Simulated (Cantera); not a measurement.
A Cantera script and its output.

```python
import numpy as np
import cantera as ct

gas = ct.Solution("gri30.yaml")
gas.TPX = 1850, 101325, {'CH4': 1, 'H2O': 1.4}
inlet = ct.Reservoir(gas, clone=True)

reactor = ct.IdealGasConstPressureReactor(gas, energy="off", clone=False)
exhaust = ct.Reservoir(gas, clone=True)
tau = [12, 3.5, 1.1, 0.32, 0.097, 0.029, 0.0088, 0.0026, 0.0008, 0.00024][0]
for a, b in ((inlet, reactor), (reactor, exhaust)):
    ct.MassFlowController(a, b, mdot=lambda t: reactor.mass / tau)
net = ct.ReactorNet([reactor])
show = ['CH4', 'H2O', 'H2', 'O', 'C2H']

rows = []
print(f"{'tau/s':>10s}{'T/K':>9s}" + "".join(f"{s:>11s}" for s in show))
for tau in [12, 3.5, 1.1, 0.32, 0.097, 0.029, 0.0088, 0.0026, 0.0008, 0.00024]:
    net.initial_time = 0.0
    net.advance(30 * tau)
    before = gas.X
    net.advance(40 * tau)
    drift = np.max(np.abs(gas.X - before) / (gas.X + 1e-9))
    rows.append([gas.T, *gas[show].X, drift])
    print(f"{tau:10.3e}{gas.T:9.1f}" + "".join(f"{x:11.3e}" for x in gas[show].X))
```

It prints:

```
     tau/s      T/K        CH4        H2O         H2          O        C2H
 1.200e+01   1850.0  3.293e-03  9.149e-02  6.803e-01  2.130e-09  1.229e-08
 3.500e+00   1850.0  6.462e-03  1.039e-01  6.687e-01  2.328e-09  4.239e-08
 1.100e+00   1850.0  1.142e-02  1.288e-01  6.466e-01  2.667e-09  1.087e-07
 3.200e-01   1850.0  1.989e-02  1.756e-01  6.055e-01  3.191e-09  2.398e-07
 9.700e-02   1850.0  3.275e-02  2.417e-01  5.463e-01  3.808e-09  4.278e-07
 2.900e-02   1850.0  5.335e-02  3.208e-01  4.708e-01  4.498e-09  6.356e-07
 8.800e-03   1850.0  8.698e-02  3.937e-01  3.893e-01  5.295e-09  7.575e-07
 2.600e-03   1850.0  1.430e-01  4.522e-01  3.014e-01  6.571e-09  7.110e-07
 8.000e-04   1850.0  2.186e-01  4.990e-01  2.075e-01  8.908e-09  5.147e-07
 2.400e-04   1850.0  3.042e-01  5.418e-01  1.089e-01  1.256e-08  2.340e-07
```

Model: GRI-Mech 3.0 (53 species, 325 reactions), integrated in Cantera.
